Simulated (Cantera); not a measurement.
A perfectly stirred reactor is fed with 4.53 % CH4, 18.5 % O2, 69.3 % N2, 7.70 % CO2, equivalence ratio 0.49, at 10.0 bar; it is adiabatic with a 748 K inlet, and is followed from long to short residence time, starting on the burning branch (τ in s: 0.028, 0.015, 0.0077, 0.004, 0.0021, 0.0011, 0.00057, 0.00029, 0.00015, 8e-05, 4.2e-05, 2.2e-05).

Model: GRI-Mech 3.0 (53 species, 325 reactions), integrated in Cantera.

Problem. Predict: blow-out, bracketed by the residence times tried; x(CH4) at τ = 28.0 ms; x(O2) at τ = 28.0 ms; x(CO2) at τ = 28.0 ms; x(CH2CO) at τ = 28.0 ms; x(C2H4) at τ = 28.0 ms; x(CH4) at τ = 0.570 ms; x(O2) at τ = 0.570 ms; x(CO2) at τ = 0.570 ms; x(CH2CO) at τ = 0.570 ms; x(C2H4) at τ = 0.570 ms.

Solution. blow-out, bracketed by the residence times tried: burning at 0.570 ms, out at 0.290 ms
x(CH4) at τ = 28.0 ms: 1.60e-5
x(O2) at τ = 28.0 ms: 0.0943
x(CO2) at τ = 28.0 ms: 0.122
x(CH2CO) at τ = 28.0 ms: 1.09e-8
x(C2H4) at τ = 28.0 ms: 1.79e-8
x(CH4) at τ = 0.570 ms: 0.000419
x(O2) at τ = 0.570 ms: 0.0976
x(CO2) at τ = 0.570 ms: 0.116
x(CH2CO) at τ = 0.570 ms: 2.76e-6
x(C2H4) at τ = 0.570 ms: 3.77e-6
